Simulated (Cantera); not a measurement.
# Ignition delay

Mixture: H2 : O2 : N2 = 1 : 0.312 : 1.17 (molar parts), at 10.0 bar, adiabatic and at constant volume. Ignition delay is the time to a rise of 400 K.

Model: the H2/O2 subset of GRI-Mech 3.0, which has no nitrogen chemistry, integrated in Cantera. The hydrogen kinetics of GRI-Mech 3.0 are dated; newer H2 mechanisms differ, most at raised pressure.

```json
[
 {"T0 (K)": "1025", "delay (ms)": "3.73"},
 {"T0 (K)": "1075", "delay (ms)": "1.23"},
 {"T0 (K)": "1125", "delay (ms)": "0.401"},
 {"T0 (K)": "1175", "delay (ms)": "0.118"},
 {"T0 (K)": "1225", "delay (ms)": "0.0268"},
 {"T0 (K)": "1275", "delay (ms)": "0.00753"},
 {"T0 (K)": "1325", "delay (ms)": "0.00404"},
 {"T0 (K)": "1375", "delay (ms)": "0.00273"}
]
```

```
Quantity                                                 Value
--------------------------------------------------  ----------
apparent activation energy between 1275 and 1375 K  150 kJ/mol
```
